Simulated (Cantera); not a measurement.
A perfectly stirred reactor is fed with CH4 : CO : O2 : N2 : H2 = 1 : 1 : 5.21 : 19.6 : 0.17 (molar parts), at 0.510 bar; it is adiabatic with a 750 K inlet, and is followed from long to short residence time, starting on the burning branch (τ in s: 0.33, 0.12, 0.04, 0.014, 0.0048, 0.0016, 0.00057, 0.0002, 6.8e-05, 2.4e-05, 8.2e-06).

Computed with Cantera and GRI-Mech 3.0 (53 species, 325 reactions).

x: mole fraction; the columns are a selection and need not sum to one.

```json
[
 {"τ (s)": "0.33", "T (K)": "1895", "x CH4": "2.43e-6", "x CO": "0.000514", "x O2": "0.0991", "x C2H": "<1e-12", "x H2": "0.000112"},
 {"τ (s)": "0.12", "T (K)": "1887", "x CH4": "4.77e-6", "x CO": "0.000919", "x O2": "0.0991", "x C2H": "<1e-12", "x H2": "0.000195"},
 {"τ (s)": "0.040", "T (K)": "1873", "x CH4": "9.48e-6", "x CO": "0.00179", "x O2": "0.0991", "x C2H": "<1e-12", "x H2": "0.000378"},
 {"τ (s)": "0.014", "T (K)": "1847", "x CH4": "1.83e-5", "x CO": "0.00333", "x O2": "0.0993", "x C2H": "<1e-12", "x H2": "0.000699"},
 {"τ (s)": "0.0048", "T (K)": "1804", "x CH4": "3.71e-5", "x CO": "0.00599", "x O2": "0.0998", "x C2H": "<1e-12", "x H2": "0.00124"},
 {"τ (s)": "0.0016", "T (K)": "1735", "x CH4": "…", "x CO": "…", "x O2": "0.101", "x C2H": "1.35e-12", "x H2": "…"},
 {"τ (s)": "0.00057", "T (K)": "1642", "x CH4": "…", "x CO": "…", "x O2": "0.104", "x C2H": "3.29e-12", "x H2": "…"},
 {"τ (s)": "0.00020", "T (K)": "1507", "x CH4": "0.000863", "x CO": "0.0325", "x O2": "0.114", "x C2H": "1.40e-11", "x H2": "0.00415"},
 {"τ (s)": "6.8e-5", "T (K)": "750", "x CH4": "0.0371", "x CO": "0.0371", "x O2": "0.193", "x C2H": "<1e-12", "x H2": "0.00630"},
 {"τ (s)": "2.4e-5", "T (K)": "750", "x CH4": "0.0371", "x CO": "0.0371", "x O2": "0.193", "x C2H": "<1e-12", "x H2": "0.00630"},
 {"τ (s)": "8.2e-6", "T (K)": "750", "x CH4": "0.0371", "x CO": "0.0371", "x O2": "0.193", "x C2H": "<1e-12", "x H2": "0.00630"}
]
```

Q: What belongs in the gaps?

A: 
- 0.0016, x CH4: 8.42e-5
- 0.0016, x CO: 0.0104
- 0.0016, x H2: 0.00203
- 0.00057, x CH4: 0.000217
- 0.00057, x CO: 0.0175
- 0.00057, x H2: 0.00292
